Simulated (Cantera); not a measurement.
Mixture: C3H8 : O2 : N2 = 1 : 5.49 : 28.6 (molar parts), equivalence ratio 0.91, at 9.20 bar, adiabatic and at constant pressure. Ignition delay is the time to a rise of 400 K.

Model: GRI-Mech 3.0 (53 species, 325 reactions), integrated in Cantera. GRI-Mech 3.0 was tuned for natural gas; its chemistry of propane as a main component is partial and can be far from experiment.

Question: Predict: delay at 1048 K; delay at 1098 K; delay at 1148 K; delay at 1198 K; delay at 1248 K; delay at 1298 K; delay at 1348 K; apparent activation energy between 1248 and 1348 K.

Answer: 
| Property | Result |
|---|---|
| delay at 1048 K | 38.6 ms |
| delay at 1098 K | 14.8 ms |
| delay at 1148 K | 5.72 ms |
| delay at 1198 K | 2.26 ms |
| delay at 1248 K | 0.920 ms |
| delay at 1298 K | 0.395 ms |
| delay at 1348 K | 0.181 ms |
| apparent activation energy between 1248 and 1348 K | 230 kJ/mol |
